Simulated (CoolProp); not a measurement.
Vapour-liquid equilibrium of dimethyl ether (1) + R236EA (2) at -23.65 °C; x and y are mole fractions of (1).

Model: multi-fluid Helmholtz-energy mixture model, Wu 2011 and Rui 2013; pair parameters Bell 2016, in CoolProp.

```csv
x,bubble pressure (MPa),y at the bubble point,dew pressure at overall composition x (MPa),liquid density (mol/L)
0.05,0.02557,0.068,…,10.55
0.15,0.02691,0.217,0.02624,11.00
0.25,…,0.384,…,11.48
0.35,0.03295,0.556,0.02863,11.99
0.45,0.03888,0.713,0.03040,12.53
0.55,0.04748,0.834,0.03277,13.09
0.65,0.05886,0.914,…,13.68
0.75,0.07249,0.961,0.04097,14.29
0.85,…,0.986,0.04922,14.93
0.95,0.1007,0.997,0.06831,…
```

Problem. Fill in the missing entries.

Solution. 
- 0.05, dew pressure at overall composition x (MPa): 0.02544
- 0.25, bubble pressure (MPa): 0.02917
- 0.25, dew pressure at overall composition x (MPa): 0.02728
- 0.65, dew pressure at overall composition x (MPa): 0.03607
- 0.85, bubble pressure (MPa): 0.08706
- 0.95, liquid density (mol/L): 15.59

No azeotrope shows between x = 0.05 and 0.95.

Pair parameters are fitted to limited data, so mixtures are less certain than the pure fluids.
